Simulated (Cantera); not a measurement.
Input (Python, Cantera):

```python
import numpy as np
import cantera as ct

gas = ct.Solution("gri30.yaml")
gas.TPX = 1650, 2666, {'CH4': 1, 'H2': 64, 'N2': 0.4}
reactor = ct.IdealGasConstPressureReactor(gas, energy="off", clone=False)
net = ct.ReactorNet([reactor])
net.rtol, net.atol = 1e-08, 1e-18
show = ['CH4', 'H2', 'C2H6', 'CH2', 'C2H']
times = np.geomspace(4e-05, 7, 10)

steps = ct.SolutionArray(gas, extra=["t"])
rows = []
print(f"{'t/s':>10s}{'T/K':>9s}{'P/Pa':>11s}" + "".join(f"{s:>11s}" for s in show))
for t in times:
    while net.time < t:
        t_next = net.step()
        steps.append(gas.state, t=t_next)
    rows.append([np.interp(t, steps.t, y) for y in (steps.T, steps.P, *steps(*show).X.T)])
    print(f"{t:10.3e}{rows[-1][0]:9.1f}{rows[-1][1]:11.4g}" + "".join(f"{x:11.3e}" for x in rows[-1][2:]))
rate = np.gradient(steps.T, steps.t)
print("integrator steps:", len(steps.t))
if steps.T.max() > steps.T[0] + 200:
    print(f"time of steepest temperature rise: {steps.t[rate.argmax()]:.4e} s")
gas.TPX = 1650, 2666, {'CH4': 1, 'H2': 64, 'N2': 0.4}
gas.equilibrate("TP")
print(f"equilibrium (TP): T = {gas.T:.1f} K  " + "  ".join(f"{s} {gas[s].X[0]:.3e}" for s in show))
```

Result:

```
       t/s      T/K       P/Pa        CH4         H2       C2H6        CH2        C2H
 4.000e-05   1650.0       2666  1.529e-02  9.786e-01  9.484e-15  1.443e-14  1.257e-27
 1.530e-04   1650.0       2666  1.529e-02  9.786e-01  3.367e-13  2.238e-13  1.189e-24
 5.850e-04   1650.0       2666  1.529e-02  9.786e-01  1.348e-11  3.502e-12  9.002e-22
 2.237e-03   1650.0       2666  1.529e-02  9.786e-01  4.991e-10  5.246e-11  7.838e-19
 8.557e-03   1650.0       2666  1.527e-02  9.785e-01  1.139e-08  7.651e-10  8.724e-16
 3.272e-02   1650.0       2666  1.522e-02  9.784e-01  1.375e-07  1.025e-08  1.099e-12
 1.251e-01   1650.0       2666  1.489e-02  9.783e-01  5.562e-07  6.136e-08  2.267e-10
 4.786e-01   1650.0       2666  1.330e-02  9.790e-01  5.190e-07  6.861e-08  2.035e-09
 1.830e+00   1650.0       2666  9.318e-03  9.811e-01  2.628e-07  5.092e-08  6.683e-09
 7.000e+00   1650.0       2666  4.229e-03  9.837e-01  5.685e-08  2.509e-08  1.298e-08
integrator steps: 550
equilibrium (TP): T = 1650.0 K  CH4 3.902e-04  H2 9.857e-01  C2H6 8.957e-10  CH2 2.479e-09  C2H 1.447e-08
```

Detailed kinetics in Cantera: GRI-Mech 3.0 (53 species, 325 reactions). GRI-Mech 3.0 stops at C3 and has no aromatics, soot or wall deposition, so with more carbon than oxygen in the feed, carbon stays in small species such as C2H2 where larger ones or solid carbon would form. Radical loss at walls, strong at low pressure, is not modelled.
